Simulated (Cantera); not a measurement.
Input: 1 mol SiC, 0.0027 mol O₂, 1.2 mol N₂, equilibrated at 800 °C and 13.3 mbar.

Cantera equilibrium calculation (NASA polynomials, part measured and part estimated; ideal gas, pure solids and liquids). Candidate condensed phases: C, Si, SiC, SiO₂, Si₂N₂O, Si₃N₄; 34 gas species. N₂ is the only nitrogen source here; it is nearly inert below about 1500 K, so the nitride shown seldom forms there in practice. Mutual solubility and eutectic melting of coexisting phases are not modelled. Equilibrium is a limit: real reactors are often held back by kinetics, nucleation or transport.

Base state: N₂ 1.00 (mole fractions); condensed: C(graphite) + Si₂N₂O(s) + Si₃N₄(s).

What changes in the equilibrium state with this change: temperature from 800 °C to 1302 °C?


```tsv
species	before	after
N₂	1.00	0.997
CO	4.41e-8	0.00295
SiO	<1e-9	0.000134
C(graphite), mol	1.00	0
Si₂N₂O(s), mol	0.00540	0.00169
Si₃N₄(s), mol	0.330	0
SiC(s), mol	0	0.996
```

What changes in the equilibrium state with this change: SiC replaced by Si₃N₄?


```
species            before    after
----------------  -------  -------
N₂                   1.00     1.00
C(graphite), mol     1.00        0
Si₂N₂O(s), mol    0.00540  0.00540
Si₃N₄(s), mol       0.330    0.996
```
